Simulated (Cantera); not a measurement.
An adiabatic, constant-pressure homogeneous reactor starts with 4.20 % CH4, 1.09 % H2, 19.9 % O2, 74.8 % N2, equivalence ratio 0.45, at 1050 K and 13.8 atm.

Cantera simulation using GRI-Mech 3.0 (53 species, 325 reactions); the numbers are that mechanism's predictions, not measurements. The pressure lies above the range GRI-Mech 3.0 was tuned for (to about 10 atm).

One state of this run: T (K) = 2016; x CH4 = <1e-12; x H2 = 2.54e-5; x O2 = 0.107; x O = 6.63e-5; x C2H = <1e-12; x CH2CO = <1e-12. x: mole fraction; the columns are a selection and need not sum to one.

Task: Which value of t (s) does it belong to?
(A) 0.000108
(B) 5.00
(C) 3.27e-5
(D) 9.90e-6

Result: B, 5.00
